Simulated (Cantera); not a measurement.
## Stirred combustor or abatement burner

A perfectly stirred reactor is fed with CO : H₂ : O₂ : N₂ : H₂O = 1 : 0.1 : 0.5 : 1.88 : 0.67 (molar parts), at 48000 Pa; it is adiabatic with a 325 K inlet, and is followed from long to short residence time, starting on the burning branch (τ in s: 0.027, 0.011, 0.0044, 0.0018, 0.00073, 0.0003, 0.00012, 4.8e-05, 2e-05).

Model: GRI-Mech 3.0 (53 species, 325 reactions), integrated in Cantera.

```json
[
 {"τ (s)": "0.027", "T (K)": "1990", "x CO": "0.0450", "x H₂": "0.00843", "x O₂": "0.0119", "x NO₂": "7.31e-9", "x NO": "8.02e-5"},
 {"τ (s)": "0.011", "T (K)": "1916", "x CO": "0.0515", "x H₂": "0.0102", "x O₂": "0.0159", "x NO₂": "3.64e-9", "x NO": "4.22e-5"},
 {"τ (s)": "0.0044", "T (K)": "1822", "x CO": "0.0586", "x H₂": "0.0124", "x O₂": "0.0206", "x NO₂": "2.25e-9", "x NO": "2.69e-5"},
 {"τ (s)": "0.0018", "T (K)": "1712", "x CO": "0.0659", "x H₂": "0.0146", "x O₂": "0.0258", "x NO₂": "1.74e-9", "x NO": "2.06e-5"},
 {"τ (s)": "0.00073", "T (K)": "1577", "x CO": "0.0758", "x H₂": "0.0159", "x O₂": "0.0322", "x NO₂": "1.35e-9", "x NO": "1.49e-5"},
 {"τ (s)": "0.00030", "T (K)": "1362", "x CO": "0.109", "x H₂": "0.0127", "x O₂": "0.0481", "x NO₂": "7.44e-10", "x NO": "5.23e-6"},
 {"τ (s)": "0.00012", "T (K)": "325", "x CO": "0.241", "x H₂": "0.0241", "x O₂": "0.120", "x NO₂": "<1e-12", "x NO": "<1e-12"},
 {"τ (s)": "4.8e-5", "T (K)": "325", "x CO": "0.241", "x H₂": "0.0241", "x O₂": "0.120", "x NO₂": "<1e-12", "x NO": "<1e-12"},
 {"τ (s)": "2.0e-5", "T (K)": "325", "x CO": "0.241", "x H₂": "0.0241", "x O₂": "0.120", "x NO₂": "<1e-12", "x NO": "<1e-12"}
]
```
x: mole fraction; the columns are a selection and need not sum to one.
